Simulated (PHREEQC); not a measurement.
Make-up at 25 °C: 0.0037 mol/kgw HF, 0.00089 mol/kgw NH4F, 8.9e-05 mol/kgw H2SiF6 and 0.0018 mol/kgw HCl. Closed to the air; pH follows from the charge balance.

Computed with PHREEQC (ion-association model, phreeqc.dat).

Each row changes one thing in this solution. Precipitation was switched off in this run.

| case | pH | ionic strength (mol/kgw) | HF (mol/kgw) | F- (mol/kgw) | HF2- (mol/kgw) | H4SiO4 (mol/kgw) | SI of Quartz (SiO2) |
|---|---|---|---|---|---|---|---|
| as made | 2.67 | 0.00322 | 0.00342 | 0.00115 | 1.50e-5 | 1.44e-6 | -1.86 |
| H2SiF6 from 8.9e-05 to 8.01e-05 mol/kgw | 2.68 | 0.00320 | 0.00342 | 0.00115 | 1.51e-5 | 1.29e-6 | -1.91 |
| diluted 2-fold with water | 2.89 | 0.00182 | 0.00156 | 0.000842 | 5.03e-6 | 1.88e-5 | -0.74 |
| temperature from 25 to 80 °C | 2.82 | 0.00251 | 0.00440 | 0.000691 | 1.30e-5 | 8.80e-5 | -0.76 |
| 0.0035 mol/kgw Ca(OH)2 added | 10.08 | 0.0106 | 5.70e-10 | 0.00512 | 1.12e-11 | 2.98e-5 | -0.54 |
| HF replaced by KF at the same molality | 3.42 | 0.00508 | 0.00157 | 0.00301 | 1.82e-5 | 4.39e-6 | -1.38 |
| 0.0011 mol/kgw KCl added | 2.67 | 0.00434 | 0.00341 | 0.00116 | 1.51e-5 | 1.40e-6 | -1.87 |
| HF replaced by NaF at the same molality | 3.42 | 0.00507 | 0.00157 | 0.00300 | 1.81e-5 | 4.41e-6 | -1.37 |
| temperature from 25 to 45 °C | 2.72 | 0.00297 | 0.00375 | 0.000963 | 1.54e-5 | 2.56e-5 | -0.89 |

Some of these states are supersaturated (in Fluorite, for instance). At this temperature some constants are extrapolated from 25 °C, and those without enthalpy data are left unchanged. SiF6-2 is the database's only silicon fluoride.
